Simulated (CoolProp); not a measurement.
Aqueous magnesium chloride as a coolant, 15 % by mass, freezing at -16.8 °C, 1 atm.

Values from CoolProp's Melinder's fits for secondary coolants.

```csv
T (°C),viscosity (mPa s),Prandtl number,cp (kJ/(kg K)),density (kg/m³)
-7.6,4.74,30.2,…,1136
0.9,3.54,22.1,3.300,1134
9.4,2.71,…,…,…
17.9,…,12.5,3.340,1129
26.4,1.64,…,3.359,…
34.9,1.27,7.29,3.379,…
```

**Question.** Some entries are withheld; supply them.

**Answer.** 
- -7.6, cp (kJ/(kg K)): 3.279
- 9.4, Prandtl number: 16.5
- 9.4, cp (kJ/(kg K)): 3.320
- 9.4, density (kg/m³): 1132
- 17.9, viscosity (mPa s): 2.10
- 26.4, Prandtl number: 9.58
- 26.4, density (kg/m³): 1126
- 34.9, density (kg/m³): 1122
